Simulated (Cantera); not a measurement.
Feed: 1 mol TiCl4, 0.35 mol C3H8, at 952 °C and 133 Pa.

These are equilibrium values from Cantera (NASA tables, ideal gas, pure condensed phases), not measurements of a reactor. Candidate condensed phases: C, C6H6, C7H8, C8H18, Ti, TiC, TiCl2, TiCl3, TiCl4; 96 gas species. The tables' values for TiCl2 are old estimates; treat these amounts as uncertain. TiC: taken at fixed stoichiometry. Equilibrium is a limit: real reactors are often held back by kinetics, nucleation or transport.

Base state: HCl 0.572, H2 0.200, TiCl4 0.133, TiCl3 0.0951, TiCl2 3.28e-5 (mole fractions); condensed: C(graphite) + TiC(s).

Task: What changes in the equilibrium state with this change: temperature from 952 °C to 1277 °C?

Result: 
```csv
species,before,after
HCl,0.572,0.728
TiCl3,0.0951,0.148
H2,0.200,0.0899
TiCl4,0.133,0.0297
Cl,9.40e-6,0.00167
H,3.82e-6,0.000259
"C(graphite), mol",0.707,0.605
"TiC(s), mol",0.343,0.445
```

Task: What changes in the equilibrium state with this change: C3H8 from 0.35 to 0.64 mol?

Result: 
```tsv
species	before	after
HCl	0.572	0.578
H2	0.200	0.317
TiCl4	0.133	0.0553
TiCl3	0.0951	0.0493
TiCl2	3.28e-5	2.12e-5
C(graphite), mol	0.707	1.36
TiC(s), mol	0.343	0.558
```

Task: What changes in the equilibrium state with this change: pressure from 133 Pa to 13.0 Pa?

Result: 
```csv
species,before,after
HCl,0.572,0.691
H2,0.200,0.121
TiCl3,0.0951,0.112
TiCl4,0.133,0.0761
Cl,9.40e-6,4.68e-5
TiCl2,3.28e-5,7.96e-5
"C(graphite), mol",0.707,0.615
"TiC(s), mol",0.343,0.435
```
